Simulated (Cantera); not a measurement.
Mixture: C3H8 : O2 : N2 = 1 : 7.14 : 26.9 (molar parts), equivalence ratio 0.70, at 4050 Torr, adiabatic and at constant volume. Ignition delay is the time to a rise of 400 K.

Computed with Cantera and GRI-Mech 3.0 (53 species, 325 reactions). GRI-Mech 3.0 was tuned for natural gas; its chemistry of propane as a main component is partial and can be far from experiment.

Problem. At T0 = 1198 K, what is the delay, and which 5 reactions control it most (d ln τ / d ln k, from doubling and halving each rate constant)?

Solution. The delay is 2.40 ms.
| reaction | d ln τ / d ln k | faster rate |
|---|---|---|
| C2H5 + CH3 (+M) <=> C3H8 (+M) | -0.49 | shortens it |
| 2 CH3 (+M) <=> C2H6 (+M) | 0.39 | lengthens it |
| CH3 + HO2 <=> CH3O + OH | -0.30 | shortens it |
| C3H8 + H <=> C3H7 + H2 | 0.28 | lengthens it |
| C3H8 + OH <=> C3H7 + H2O | 0.23 | lengthens it |
